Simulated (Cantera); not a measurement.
## Ignition delay

Mixture: CO : H2 : CH4 : O2 : N2 = 1 : 0.034 : 0.6 : 3.65 : 13.7 (molar parts), equivalence ratio 0.47, at 6.81 atm, adiabatic and at constant pressure. Ignition delay is the time to a rise of 400 K.

Model: GRI-Mech 3.0 (53 species, 325 reactions), integrated in Cantera.

```json
[
 {"T0 (K)": "1250", "delay (ms)": "1.58"},
 {"T0 (K)": "1325", "delay (ms)": "0.677"},
 {"T0 (K)": "1400", "delay (ms)": "0.314"},
 {"T0 (K)": "1475", "delay (ms)": "0.158"},
 {"T0 (K)": "1550", "delay (ms)": "0.0853"},
 {"T0 (K)": "1625", "delay (ms)": "0.0494"}
]
```

- apparent activation energy between 1475 and 1625 K = 150 kJ/mol
